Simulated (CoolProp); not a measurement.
A closed Brayton cycle with carbon dioxide: compressor inlet 313.15 K and 8.4 MPa, high pressure 17.1 MPa, turbine inlet 780 K, compressor efficiency 0.85, turbine efficiency 0.85, recuperator effectiveness 0.8 (on enthalpy, no pinch check). Each further row changes one setting.

Model: reference Helmholtz-energy equation of state, Span 1996, in CoolProp.

```
case                           thermal efficiency (%)  net work (kJ/kg)  compressor to turbine work  compressor exit (K)  turbine exit (K)
-----------------------------  ----------------------  ----------------  --------------------------  -------------------  ----------------
as stated                                        23.7              59.7                        0.29                358.7             701.4
turbine inlet 730 K                              22.8              53.6                         [?]                358.7             654.3
compressor inlet 323.15 K                        23.0              51.7                         [?]                380.3             701.4
high pressure 14.5 MPa                           20.6               [?]                        0.28                348.0               [?]
recuperator effectiveness 0.5                    16.0              59.7                        0.29                358.7             701.4
```

Question: Fill in the missing entries.

Answer: 
- turbine inlet 730 K, compressor to turbine work: 0.32
- compressor inlet 323.15 K, compressor to turbine work: 0.39
- high pressure 14.5 MPa, net work (kJ/kg): 47.6
- high pressure 14.5 MPa, turbine exit (K): 719.4
